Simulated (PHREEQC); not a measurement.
## Metal-bearing waste water: an equilibrium model

Make-up at 80 °C: 0.027 mol Pb(NO3)2, 0.0032 mol CuCl2 and 0.00023 mol NaCl per kg of water. It is in equilibrium with CO2 at log p = -1 (atm). Otherwise closed; pH follows from the charge balance.

All values are PHREEQC results (ion-association model, phreeqc.dat), not measurements.

Each row changes one thing in this solution. No solid was allowed to form.

```json
[
 {"case": "as made", "pH": "4.14", "ionic strength (mol/kgw)": "0.0747", "Cl- (mol/kgw)": "0.00350", "CO2 (mol/kgw)": "0.00124", "HCO3- (mol/kgw)": "1.02e-5", "NaHCO3 (mol/kgw)": "6.13e-10", "SI of Halite (NaCl)": "-7.92"},
 {"case": "diluted 2-fold with water", "pH": "[?]", "ionic strength (mol/kgw)": "0.0394", "Cl- (mol/kgw)": "0.00206", "CO2 (mol/kgw)": "0.00125", "HCO3- (mol/kgw)": "1.19e-5", "NaHCO3 (mol/kgw)": "3.97e-10", "SI of Halite (NaCl)": "[?]"},
 {"case": "Pb(NO3)2 left out", "pH": "4.34", "ionic strength (mol/kgw)": "0.00920", "Cl- (mol/kgw)": "0.00632", "CO2 (mol/kgw)": "0.00126", "HCO3- (mol/kgw)": "1.40e-5", "NaHCO3 (mol/kgw)": "1.12e-9", "SI of Halite (NaCl)": "-7.54"},
 {"case": "temperature from 80 to 65 °C", "pH": "4.09", "ionic strength (mol/kgw)": "0.0752", "Cl- (mol/kgw)": "0.00390", "CO2 (mol/kgw)": "0.00150", "HCO3- (mol/kgw)": "1.20e-5", "NaHCO3 (mol/kgw)": "7.76e-10", "SI of Halite (NaCl)": "-7.86"},
 {"case": "Pb(NO3)2 from 0.027 to 0.054 mol/kgw", "pH": "4.06", "ionic strength (mol/kgw)": "[?]", "Cl- (mol/kgw)": "0.00282", "CO2 (mol/kgw)": "0.00122", "HCO3- (mol/kgw)": "8.89e-6", "NaHCO3 (mol/kgw)": "4.77e-10", "SI of Halite (NaCl)": "-8.07"},
 {"case": "CuCl2 from 0.0032 to 0.00288 mol/kgw", "pH": "4.14", "ionic strength (mol/kgw)": "0.0742", "Cl- (mol/kgw)": "0.00315", "CO2 (mol/kgw)": "0.00124", "HCO3- (mol/kgw)": "1.03e-5", "NaHCO3 (mol/kgw)": "6.16e-10", "SI of Halite (NaCl)": "-7.97"},
 {"case": "CuCl2 left out", "pH": "4.15", "ionic strength (mol/kgw)": "[?]", "Cl- (mol/kgw)": "0.000116", "CO2 (mol/kgw)": "0.00124", "HCO3- (mol/kgw)": "1.04e-5", "NaHCO3 (mol/kgw)": "6.32e-10", "SI of Halite (NaCl)": "-9.40"}
]
```

**Question.** Some entries are withheld; supply them.

**Answer.** 
- diluted 2-fold with water, pH: 4.23
- diluted 2-fold with water, SI of Halite (NaCl): -8.41
- Pb(NO3)2 from 0.027 to 0.054 mol/kgw, ionic strength (mol/kgw): 0.136
- CuCl2 left out, ionic strength (mol/kgw): 0.0699

Species that the database lacks are ignored. Away from 25 °C the constants follow the database's enthalpies or fits; those with neither stay at their 25 °C values.
